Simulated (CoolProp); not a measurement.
Values from CoolProp's reference Helmholtz-energy equation of state, Gao 2022.

Q: For n-perfluorohexane, give the phase and the density (kg/m³), cp (kJ/(kg K)), expansivity (1/kK) at 176.85 °C and 377 kPa; 176.85 °C and 5160 kPa.

A: 
- 176.85 °C and 377 kPa: gas; density 37.0, cp 1.03, expansivity 2.97
- 176.85 °C and 5160 kPa: supercritical; density 1180, cp 1.25, expansivity 4.15
